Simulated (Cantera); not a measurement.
Cu2O + CH4 + N2 (carbothermic reduction)

Feed: 1 mol Cu2O, a varied amount of CH4, 0.8 mol N2, held at 0.550 bar.

Equilibrium computed with Cantera from the NASA thermochemical tables; the gas is ideal and each condensed phase is pure. Candidate condensed phases: C, C6H6, C7H8, C8H18, Cu, CuO, Cu(OH)2, Cu2O, H2O; 139 gas species. Kinetics and transport are ignored.

Stable condensed phases:

```
T in K \ n(CH4) in mol
         0.51 0.92  1.3  1.7  2.2  2.6    3  3.4  3.8  4.2  4.6
   2498     A    A    B    B    B    B    B    B    B    B    B
   2423     A    A    C    C    C    C    C    B    B    B    B
   2348     A    A    C    C    C    C    C    C    C    C    C
   2273     A    A    C    C    C    C    C    C    C    C    C
   2198     A    A    C    C    C    C    C    C    C    C    C
   2123     A    A    C    C    C    C    C    C    C    C    C
   2048     A    A    C    C    C    C    C    C    C    C    C
   1973     A    A    C    C    C    C    C    C    C    C    C
   1898     A    A    C    C    C    C    C    C    C    C    C
   1823     A    A    C    C    C    C    C    C    C    C    C
   1748     A    A    C    C    C    C    C    C    C    C    C
   1673     A    A    C    C    C    C    C    C    C    C    C
   1598     A    A    C    C    C    C    C    C    C    C    C
```

A: Cu; B: C; C: C + Cu.
